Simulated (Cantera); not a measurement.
Charge: 1 mol TEOS, 0.15 mol CO2, equilibrated at 94000 Pa.

Equilibrium computed with Cantera from the NASA thermochemical tables; the gas is ideal and each condensed phase is pure. Candidate condensed phases: C, C6H6, C7H8, C8H18, H2O, Si, SiC, SiO2; 123 gas species. The feed counts by its element totals alone. The numbers say what is thermodynamically allowed, not how fast it happens. All values below are at 825 K.

Base state: H2 0.527, CH4 0.236, H2O 0.175, CO2 0.0334, CO 0.0281 (mole fractions); condensed: C(graphite) + SiO2(α-quartz).

Question: What changes in the equilibrium state with this change: pressure from 94000 Pa to 8.90 Pa?

Answer: 
```
species              before     after
-------------------  ------  --------
H2                    0.527     0.813
CO                   0.0281     0.187
H2O                   0.175  0.000170
CH4                   0.236   5.32e-5
CO2                  0.0334  0.000140
C(graphite), mol       5.62      5.85
SiO2(α-quartz), mol    1.00      1.00
```
